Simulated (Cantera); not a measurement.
Charge: 1 mol Cr, 20 mol N2O, 25 mol N2, at 100 Torr.

Cantera equilibrium calculation (NASA polynomials, part measured and part estimated; ideal gas, pure solids and liquids). Candidate condensed phases: Cr, CrN, Cr2N, Cr2O3; 14 gas species. Rates play no part. All values below are at 2475 °C.

Base state: N2 0.785, O2 0.128, O 0.0432, NO 0.0266, CrO2 0.0117, CrO 0.00527, Cr 0.000592, CrO3 0.000121 (mole fractions); condensed: gas only.

Q: What changes in the equilibrium state with this change: pressure from 100 Torr to 0.00450 Torr?

A: 
```json
[
 {"species": "N2", "before": "0.785", "after": "0.681"},
 {"species": "O", "before": "0.0432", "after": "0.301"},
 {"species": "Cr", "before": "0.000592", "after": "0.0151"},
 {"species": "O2", "before": "0.128", "after": "0.000280"},
 {"species": "CrO2", "before": "0.0117", "after": "2.96e-8"},
 {"species": "NO", "before": "0.0266", "after": "0.00116"},
 {"species": "CrO3", "before": "0.000121", "after": "<1e-9"},
 {"species": "N", "before": "5.74e-6", "after": "0.000797"}
]
```
